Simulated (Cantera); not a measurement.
Input: 1 mol Fe(CO)₅, 7.5 mol H₂, at 950 K and 308 Torr.

These are equilibrium values from Cantera (NASA tables, ideal gas, pure condensed phases), not measurements of a reactor. Candidate condensed phases: C, C₆H₆, C₇H₈, C₈H₁₈, Fe, Fe(CO)₅, FeO, Fe(OH)₂, Fe(OH)₃, Fe₂O₃, Fe₃O₄, H₂O; 114 gas species. Condensed phases not in the tables: cementite and carbon dissolved in iron. The numbers say what is thermodynamically allowed, not how fast it happens.

Base state: H₂ 0.576, CO 0.283, H₂O 0.0625, CO₂ 0.0551, CH₄ 0.0228 (mole fractions); condensed: C(graphite) + Fe(α).

### Question
What changes in the equilibrium state with this change: H₂ from 7.5 to 0.1 mol?

### Answer
```json
[
 {"species": "CO", "before": "0.283", "after": "0.665"},
 {"species": "CO₂", "before": "0.0551", "after": "0.303"},
 {"species": "H₂", "before": "0.576", "after": "0.0254"},
 {"species": "CH₄", "before": "0.0228", "after": "4.43e-5"},
 {"species": "H₂O", "before": "0.0625", "after": "0.00646"},
 {"species": "C(graphite), mol", "before": "1.04", "after": "1.97"},
 {"species": "Fe(α), mol", "before": "1.00", "after": "0"},
 {"species": "FeO(s), mol", "before": "0", "after": "1.00"}
]
```
The tables' stoichiometric FeO is somewhat more stable than real wüstite, so its field is too wide. FeO: taken at fixed stoichiometry.

### Question
What changes in the equilibrium state with this change: H₂ from 7.5 to 3.5 mol?

### Answer
```csv
species,before,after
CO,0.283,0.408
H₂,0.576,0.404
CO₂,0.0551,0.114
CH₄,0.0228,0.0112
H₂O,0.0625,0.0631
"C(graphite), mol",1.04,1.19
"Fe(α), mol",1.00,1.00
```

### Question
What changes in the equilibrium state with this change: pressure from 308 Torr to 1 atm?

### Answer
```csv
species,before,after
H₂,0.576,0.580
CO,0.283,0.194
H₂O,0.0625,0.106
CH₄,0.0228,0.0571
CO₂,0.0551,0.0635
"C(graphite), mol",1.04,2.06
"Fe(α), mol",1.00,0
"FeO(s), mol",0,1.00
```
The tables' stoichiometric FeO is somewhat more stable than real wüstite, so its field is too wide. FeO: taken at fixed stoichiometry.
